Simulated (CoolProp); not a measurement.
Ethane along the isobar 6.75 MPa: fugacity coefficient from the reference equation and from simpler models built on Tc = 305.3 K, pc = 4.872 MPa, ω = 0.099; each cubic takes its own stable root.

The numbers come from the reference Helmholtz-energy equation of state, Bücker 2006 in CoolProp.

| T (K) | phase | reference | van der Waals | Redlich-Kwong | Soave-Redlich-Kwong | Peng-Robinson |
|---|---|---|---|---|---|---|
| 215.3 | liquid | 0.06906 | 0.1721 | 0.07663 | 0.07019 | 0.06812 |
| 231.1 | liquid | 0.1153 | 0.2291 | 0.1274 | 0.1179 | 0.1138 |
| 246.9 | liquid | 0.1772 | 0.2928 | 0.1934 | 0.1819 | 0.1747 |
| 262.8 | liquid | 0.2547 | 0.3618 | 0.2735 | 0.2618 | 0.2510 |
| 278.6 | liquid | 0.3448 | 0.4335 | 0.3632 | 0.3540 | 0.3390 |
| 294.4 | liquid | 0.4441 | 0.5060 | 0.4582 | 0.4538 | 0.4346 |
| 310.2 | supercritical | 0.5459 | 0.5765 | 0.5513 | 0.5533 | 0.5300 |
| 326.1 | supercritical | 0.6343 | 0.6409 | 0.6307 | 0.6371 | 0.6104 |
| 341.9 | supercritical | 0.6924 | 0.6910 | 0.6859 | 0.6948 | 0.6665 |
| 357.7 | supercritical | 0.7364 | 0.7287 | 0.7281 | 0.7394 | 0.7104 |
| 373.5 | supercritical | 0.7722 | 0.7593 | 0.7627 | 0.7760 | 0.7468 |
